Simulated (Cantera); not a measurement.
# Silicon oxide and oxynitride deposition: HMDSO + CO2 + N2 + N2O

Input: 1 mol HMDSO, 0.12 mol CO2, 18 mol N2, 6.3 mol N2O, at 1523.15 K.

Equilibrium computed with Cantera from the NASA thermochemical tables; the gas is ideal and each condensed phase is pure. Candidate condensed phases: C, C6H6, C7H8, C8H18, H2O, Si, SiC, SiO2, Si2N2O, Si3N4; 151 gas species. The feed counts by its element totals alone. Mutual solubility and eutectic melting of coexisting phases are not modelled. The tables hold silica as quartz up to 1696 K and as liquid above; real silica turns to tridymite and cristobalite and melts near 1996 K. Kinetics and transport are ignored.

| P (Pa) | x N2 | x H2 | x CO | x SiO | x H | n SiC(s) | n Si2N2O(s) | n SiO2(β-quartz) |
|---|---|---|---|---|---|---|---|---|
| 5 | 0.595 | 0.219 | 0.143 | 0.0418 | 0.00153 | 0.288 | 0 | 0 |
| 17 | 0.595 | 0.220 | 0.143 | 0.0419 | 0.000833 | 0.289 | 0 | 0 |
| 59 | 0.598 | 0.227 | 0.154 | 0.0212 | 0.000454 | 0 | 0.579 | 0 |
| 210 | 0.599 | 0.228 | 0.155 | 0.0181 | 0.000241 | 0 | 0.622 | 0.0413 |
| 710 | 0.606 | 0.232 | 0.158 | 0.00355 | 0.000132 | 0 | 0.815 | 0.233 |
| 2400 | 0.608 | 0.233 | 0.159 | 0.000699 | 7.22e-5 | 0 | 0.852 | 0.270 |
| 8400 | 0.608 | 0.233 | 0.159 | 0.000132 | 3.86e-5 | 0 | 0.859 | 0.277 |
| 29000 | 0.608 | 0.233 | 0.159 | 2.52e-5 | 2.08e-5 | 0 | 0.860 | 0.278 |
| 100000 | 0.608 | 0.233 | 0.159 | 4.84e-6 | 1.12e-5 | 0 | 0.860 | 0.280 |
x: gas mole fraction; n: condensed amount in mol.

From 5.00e-5 bar to 0.000170 bar the condensed part is SiC(s). At 0.000590 bar the condensed part is Si2N2O(s). From 0.00210 bar to 1.00 bar the condensed part is SiO2(β-quartz) + Si2N2O(s). The main Si-bearing gas is SiO throughout.
